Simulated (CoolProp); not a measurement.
Vapour-liquid equilibrium of toluene (1) + n-decane (2) at 0.000465 MPa; x and y are mole fractions of (1).

Model: multi-fluid Helmholtz-energy mixture model, Lemmon 2006 and Lemmon 2006; pair parameters Bell 2016, in CoolProp.

Task: Give the bubble temperature and the first vapour's composition at x = 0.65, 0.725, 0.875. Is there an azeotrope?

Result: x = 0.65: -5.3 °C, y = 0.985; x = 0.725: -6.4 °C, y = 0.989; x = 0.875: -8.4 °C, y = 0.995. No azeotrope shows between x = 0.05 and 0.95.

Pair parameters are fitted to limited data, so mixtures are less certain than the pure fluids.
